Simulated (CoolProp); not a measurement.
Values from CoolProp's reference Helmholtz-energy equation of state, Jacobsen 1992.

**Question.** For R11, give the phase and the density (kg/m³), cp (kJ/(kg K)), expansivity (1/kK), fugacity coefficient at 270.1 K and 0.882 bar.

**Answer.** 
- 270.1 K and 0.882 bar: liquid; density 1540, cp 0.857, expansivity 1.46, fugacity coefficient 0.393
